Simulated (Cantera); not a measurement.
Source: NASA polynomial tables (part measured, part estimated), evaluated in Cantera. Values are per mole of reaction as written; species without (g) are pure solids or liquids, kept so even where they would boil at 1 bar. TaC: taken at fixed stoichiometry.

Q: Between 1925 and 2925 K, where is each reaction favourable under standard conditions?
- 2 N(g) + TaO2(g) + CO2(g) → 2 NO2(g) + TaC

A: 
- 2 N(g) + TaO2(g) + CO2(g) → 2 NO2(g) + TaC: ΔG° is 112 kJ at 1925 K and 384 kJ at 2925 K; it stays positive (K < 1). ΔH° is -398 kJ and ΔS° -267 J/K at 2925 K.
